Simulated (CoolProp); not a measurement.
Neopentane at 298.15 K and 0.108 MPa is compressed adiabatically to 0.481 MPa with isentropic efficiency 0.75. Each further row changes one setting.

Values from CoolProp's reference Helmholtz-energy equation of state, Lemmon 2006. It is a short technical equation, of lower accuracy than the large ones.

| case | work (kJ/kg) | final temperature (K) | final phase | final density (kg/m³) |
|---|---|---|---|---|
| as stated | 66.7 | 341.8 | gas | 13.9 |
| efficiency 1 | 50.1 | 334.9 | two-phase, vapour fraction 0.990 | 14.5 |
| efficiency 0.65 | 77.0 | 346.8 | gas | 13.6 |
